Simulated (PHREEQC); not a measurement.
0.79 g of hydrous ferric oxide (600 m²/g; 0.2 weak and 0.005 strong sites per Fe, Dzombak-Morel constants, diffuse double layer) in 1 kg of water with 0.005 mol/kgw of an inert sodium salt, at 25 °C; the pH is set by adding NaOH or the inert anion's acid. Oxygen is held at 0.21 atm. No CO2 enters from the air. Precipitation was switched off in this run.

Model: ion-association model, wateq4f.dat, run in PHREEQC.

| pH | surface charge σ (C/m²) | surface potential ψ (mV) |
|---|---|---|
| 3 | 0.307 | 213 |
| 3.67 | 0.226 | 202 |
| 4.33 | 0.150 | (withheld) |
| 5 | (withheld) | 158 |
| 5.67 | 0.052 | 129 |
| 6.33 | 0.027 | 97 |
| 7 | 0.013 | (withheld) |
| 7.67 | 0.004 | 25 |
| 8.33 | -0.002 | -12 |
| 9 | -0.009 | -50 |
| 9.67 | -0.022 | -86 |
| 10.33 | -0.043 | -119 |
| 11 | -0.082 | -147 |

Some entries are withheld; supply them.


- 4.33, surface potential ψ (mV): 182
- 5, surface charge σ (C/m²): 0.091
- 7, surface potential ψ (mV): 62

The oxide is taken as insoluble; below pH 4 it would dissolve.
